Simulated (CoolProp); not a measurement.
Vapour-liquid equilibrium of R13 (1) + R11 (2) at 0.148 MPa; x and y are mole fractions of (1).

The numbers come from the multi-fluid Helmholtz-energy mixture model, Platzer 1990 and Jacobsen 1992; pair parameters Bell 2016 in CoolProp. This equation is an older, rougher fit; its heat capacities, sound speeds and derivatives of the liquid may be far off and weren't checked against measurements.

Problem. Give the bubble temperature and the first vapour's composition at x = 0.05, 0.5, 0.65. Is there an azeotrope?

Solution. x = 0.05: 265.9 K, y = 0.804; x = 0.5: 209.1 K, y = 0.996; x = 0.65: 205.8 K, y = 0.997. No azeotrope shows between x = 0.05 and 0.95.

Pair parameters are fitted to limited data, so mixtures are less certain than the pure fluids. With so large a gap from Raoult's law the liquid may split in two, which this calculation doesn't test in full.
